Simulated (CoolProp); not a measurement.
Computed with CoolProp (reference Helmholtz-energy equation of state, Thol 2015).

Q: For octamethylcyclotetrasiloxane (D4), give the phase and the density (kg/m³), speed of sound (m/s), expansivity (1/kK), fugacity coefficient at 161.95 °C and 0.317 MPa.

A: 
- 161.95 °C and 0.317 MPa: liquid; density 786, speed of sound 504, expansivity 1.72, fugacity coefficient 0.215
